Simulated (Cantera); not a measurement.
An adiabatic, constant-pressure homogeneous reactor starts with H2 : O2 : N2 = 1 : 0.735 : 2.76 (molar parts), equivalence ratio 0.68, at 1350 K and 0.290 bar.

Cantera simulation using GRI-Mech 3.0 (53 species, 325 reactions); the numbers are that mechanism's predictions, not measurements.

Problem. Predict: time of steepest temperature rise; temperature at 0.100 s; equilibrium temperature; x(H2) at 0.100 s; x(O2) at 0.100 s; x(NO) at 0.100 s; x(HO2) at 0.100 s; x(O) at 0.100 s; x(NO2) at 0.100 s.

Solution. 
```json
{
  "time_of_steepest_temperature_rise": "77.6 µs",
  "temperature at 0.100 s": "2570 K",
  "equilibrium_temperature": "2570 K",
  "x(H2) at 0.100 s": "0.0147 (gas-phase equilibrium 0.0147)",
  "x(O2) at 0.100 s": "0.0503 (gas-phase equilibrium 0.0503)",
  "x(NO) at 0.100 s": "0.0117 (gas-phase equilibrium 0.0117)",
  "x(HO2) at 0.100 s": "6.26e-6 (gas-phase equilibrium 6.26e-6)",
  "x(O) at 0.100 s": "0.00848 (gas-phase equilibrium 0.00848)",
  "x(NO2) at 0.100 s": "2.56e-6 (gas-phase equilibrium 2.56e-6)"
}
```
